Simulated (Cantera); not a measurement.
Input: 1 mol Na2SO4, 4.2 mol O2, held at 0.00190 bar.

Equilibrium computed with Cantera from the NASA thermochemical tables; the gas is ideal and each condensed phase is pure. Candidate condensed phases: Na, NaO2, Na2O, Na2O2, Na2S, Na2SO4, S; 15 gas species. Equilibrium is a limit: real reactors are often held back by kinetics, nucleation or transport.

At 1473 K, list the 6 most abundant gas species with their mole fractions, and the condensed phases.

O2 0.972, Na2SO4 0.0120, Na 0.0102, SO2 0.00514, NaO 0.000117, O 6.31e-5. Condensed: Na2SO4(l).
